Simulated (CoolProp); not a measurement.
Properties of carbonyl sulfide along the isotherm 68.35 °C (Tc = 105.6 °C, pc = 6.369 MPa, ω = 0.098).

Values from CoolProp's reference Helmholtz-energy equation of state, Lemmon 2006. It is a short technical equation, of lower accuracy than the large ones.

| p (MPa) | phase | density (kg/m³) | isothermal compressibility (1/MPa) | fugacity coefficient |
|---|---|---|---|---|
| 2.12 | gas | 54.67 | 0.5975 | 0.8483 |
| 4.25 | liquid | 849.4 | 0.01278 | 0.6040 |
| 6.37 | liquid | 869.8 | 0.009897 | 0.4246 |
| 8.49 | liquid | 886.5 | 0.008161 | 0.3353 |
| 10.6 | liquid | 900.7 | 0.006989 | 0.2823 |
| 12.7 | liquid | 913.1 | 0.006137 | 0.2474 |
| 14.9 | liquid | 924.8 | 0.005456 | 0.2219 |
| 17 | liquid | 935.0 | 0.004943 | 0.2040 |
| 19.1 | liquid | 944.3 | 0.004524 | 0.1903 |
| 21.2 | liquid | 952.9 | 0.004175 | 0.1797 |
| 23.4 | liquid | 961.4 | 0.003866 | 0.1709 |
| 25.5 | liquid | 969.0 | 0.003613 | 0.1642 |
| 27.6 | liquid | 976.1 | 0.003394 | 0.1588 |
| 29.7 | liquid | 982.9 | 0.003200 | 0.1544 |
| 31.8 | liquid | 989.3 | 0.003029 | 0.1509 |
